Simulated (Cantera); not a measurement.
Standard-state values (1 bar) from the NASA 1993 polynomials, evaluated with Cantera. Values are per mole of reaction as written; species without (g) are pure solids or liquids, kept so even where they would boil at 1 bar.

**Question.** Between 300 and 998 K, where is each reaction favourable under standard conditions?
- PbF2 + SF6(g) ⇌ 8 F(g) + PbS(g)

**Answer.** 
- PbF2 + SF6(g) ⇌ 8 F(g) + PbS(g): ΔG° is 2329 kJ at 300 K and 1548 kJ at 998 K; it stays positive (K < 1). ΔH° is 2649 kJ and ΔS° 1103 J/K at 998 K.
